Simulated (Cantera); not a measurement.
An isothermal, constant-pressure homogeneous reactor starts with H2 : O2 = 0.022 : 1 (molar parts), equivalence ratio 0.011, at 1325 K and 0.0132 atm.

Cantera simulation using the H2/O2 subset of GRI-Mech 3.0, which has no nitrogen chemistry; the numbers are that mechanism's predictions, not measurements. Radical loss at walls, strong at low pressure, is not modelled.

One state of this run: x H2 = 2.05e-7; x O2 = 0.978; x H = 5.13e-8; x OH = 7.96e-5; x O = 1.89e-5. x: mole fraction; the columns are a selection and need not sum to one.

Q: Which value of t (s) does it belong to?
A) 10.0
B) 0.00178
C) 0.000681
D) 3.83

A: A, 10.0
